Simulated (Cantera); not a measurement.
What does this Cantera script print?

```python
import numpy as np
import cantera as ct

gas = ct.Solution("gri30.yaml")
gas.TPX = 1200, 1000000, {'CH4': 1, 'O2': 3.33, 'N2': 12.5, 'H2O': 2}
reactor = ct.IdealGasConstPressureReactor(gas, energy="on", clone=False)
net = ct.ReactorNet([reactor])
net.rtol, net.atol = 1e-08, 1e-16
show = ['CH4', 'O2', 'H2O', 'C2H4', 'NO']
times = np.geomspace(4e-06, 1, 16)

steps = ct.SolutionArray(gas, extra=["t"])
rows = []
print(f"{'t/s':>10s}{'T/K':>9s}{'P/Pa':>11s}" + "".join(f"{s:>11s}" for s in show))
for t in times:
    while net.time < t:
        t_next = net.step()
        steps.append(gas.state, t=t_next)
    rows.append([np.interp(t, steps.t, y) for y in (steps.T, steps.P, *steps(*show).X.T)])
    print(f"{t:10.3e}{rows[-1][0]:9.1f}{rows[-1][1]:11.4g}" + "".join(f"{x:11.3e}" for x in rows[-1][2:]))
rate = np.gradient(steps.T, steps.t)
print("integrator steps:", len(steps.t))
if steps.T.max() > steps.T[0] + 200:
    print(f"time of steepest temperature rise: {steps.t[rate.argmax()]:.4e} s")
gas.TPX = 1200, 1000000, {'CH4': 1, 'O2': 3.33, 'N2': 12.5, 'H2O': 2}
gas.equilibrate("HP")
print(f"equilibrium (HP): T = {gas.T:.1f} K  " + "  ".join(f"{s} {gas[s].X[0]:.3e}" for s in show))
```

Output:

```
       t/s      T/K       P/Pa        CH4         O2        H2O       C2H4         NO
 4.000e-06   1200.0      1e+06  5.311e-02  1.768e-01  1.062e-01  5.669e-15  3.441e-21
 9.161e-06   1200.0      1e+06  5.311e-02  1.768e-01  1.062e-01  7.800e-14  1.728e-20
 2.098e-05   1200.0      1e+06  5.311e-02  1.768e-01  1.062e-01  1.073e-12  9.180e-20
 4.804e-05   1200.0      1e+06  5.311e-02  1.768e-01  1.062e-01  1.606e-11  5.233e-19
 1.100e-04   1200.0      1e+06  5.311e-02  1.768e-01  1.062e-01  3.060e-10  3.430e-18
 2.520e-04   1200.0      1e+06  5.310e-02  1.768e-01  1.062e-01  7.333e-09  2.740e-17
 5.771e-04   1200.2      1e+06  5.307e-02  1.768e-01  1.062e-01  1.059e-07  2.017e-16
 1.322e-03   1200.9      1e+06  5.293e-02  1.767e-01  1.064e-01  8.743e-07  1.155e-15
 3.027e-03   1208.7      1e+06  5.171e-02  1.757e-01  1.075e-01  2.122e-05  2.403e-14
 6.931e-03   2250.2      1e+06  1.179e-19  6.970e-02  2.098e-01  1.971e-30  3.904e-04
 1.587e-02   2248.0      1e+06  1.149e-19  6.915e-02  2.098e-01  1.874e-30  1.502e-03
 3.635e-02   2244.1      1e+06  1.094e-19  6.816e-02  2.099e-01  1.696e-30  3.504e-03
 8.326e-02   2239.3      1e+06  1.030e-19  6.699e-02  2.099e-01  1.501e-30  5.869e-03
 1.907e-01   2237.1      1e+06  1.000e-19  6.644e-02  2.099e-01  1.416e-30  6.985e-03
 4.367e-01   2236.9      1e+06  9.976e-20  6.639e-02  2.099e-01  1.409e-30  7.079e-03
 1.000e+00   2236.9      1e+06  9.976e-20  6.639e-02  2.099e-01  1.409e-30  7.079e-03
integrator steps: 2052
time of steepest temperature rise: 4.0742e-03 s
equilibrium (HP): T = 2236.9 K  CH4 1.483e-19  O2 6.639e-02  H2O 2.099e-01  C2H4 1.747e-30  NO 7.079e-03
```

Detailed kinetics in Cantera: GRI-Mech 3.0 (53 species, 325 reactions).
